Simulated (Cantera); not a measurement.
Charge: 1 mol CH₂F₂, 0.6 mol HCl, held at 3498.15 K and 11.3 Torr.

Cantera equilibrium calculation (NASA polynomials, part measured and part estimated; ideal gas, pure solids and liquids). Candidate condensed phases: C, C₆H₆, C₇H₈, C₈H₁₈; 118 gas species. The tables' values for CCl are old estimates; treat these amounts as uncertain. Kinetics and transport are ignored.

Base state: H 0.330, HF 0.214, F 0.200, Cl 0.126, C 0.0525, C₃ 0.0371, C₂ 0.0155, CF 0.0149 (mole fractions); condensed: gas only.

Q: What changes in the equilibrium state with this change: HCl from 0.6 to 2.8 mol?

A: 
```tsv
species	before	after
H	0.330	0.392
Cl	0.126	0.305
HF	0.214	0.122
F	0.200	0.0963
CF	0.0149	0.00537
C₃	0.0371	0.0156
C₂	0.0155	0.00870
C	0.0525	0.0393
CF₂	0.000118	2.03e-5
C₅	0.000178	4.21e-5
C₄	0.000115	3.64e-5
HCl	0.00272	0.00782
CCl	1.83e-5	3.32e-5
```
